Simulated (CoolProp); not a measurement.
Saturation properties of R113 (Tc = 487.2 K, pc = 33.92 bar, ω = 0.253).

The numbers come from the reference Helmholtz-energy equation of state, Marx 1992 in CoolProp.

| T (K) | p (bar) | vapour density (kg/m³) | enthalpy of vaporisation (kJ/kg) | liquid cp (kJ/(kg K)) |
|---|---|---|---|---|
| 254.8 | 0.05719 | 0.5083 | 164.1 | 0.8819 |
| 271.4 | 0.1381 | 1.158 | 159.3 | 0.8943 |
| 288.1 | 0.2970 | 2.363 | 154.4 | 0.9086 |
| 304.8 | 0.5785 | 4.397 | 149.3 | 0.9242 |
| 321.4 | 1.036 | 7.579 | 144.1 | 0.9411 |
| 338.1 | 1.741 | 12.35 | 138.6 | 0.9595 |
| 354.7 | 2.760 | 19.15 | 132.6 | 0.9798 |
| 371.4 | 4.190 | 28.68 | 126.1 | 1.003 |
| 388.1 | 6.114 | 41.69 | 118.9 | 1.030 |
| 404.7 | 8.612 | 59.19 | 110.9 | 1.065 |
| 421.4 | 11.82 | 83.07 | 101.7 | 1.111 |
| 438 | 15.81 | 115.8 | 90.78 | 1.181 |
| 454.7 | 20.77 | 163.5 | 77.19 | 1.314 |

It boils at 320.7 K under 1 atm.
